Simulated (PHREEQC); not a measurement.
**Copper plating or etch bath (model solution)**

Dissolve 0.29 mol/kgw CuCl2, 0.0011 mol/kgw HCl and 6.4e-05 mol/kgw FeCl3 at 80 °C. Closed to the air; pH follows from the charge balance.

Equilibrium calculation in PHREEQC: ion-association model, phreeqc.dat.

- pH: 3.05
- ionic strength: 0.445 mol/kgw
- activity of water: 0.989
- density: 1.005 g/cm³
- total alkalinity: -1.23 meq/kg

```
species  molality  activity   log γ
-------  --------  --------  ------
Cl-         0.357     0.225  -0.202
CuCl+       0.182     0.115  -0.200
Cu+2       0.0869    0.0196  -0.647
CuCl2      0.0207    0.0229   0.044
H+        0.00119  0.000892  -0.126
CuCl3-    6.59e-5   4.16e-5  -0.200
```

Precipitation was switched off in this run. Examples of supersaturated solids here: Hematite (slow to form), Goethite (slow to form). Others may be too. Constants without temperature data keep their 25 °C values here.
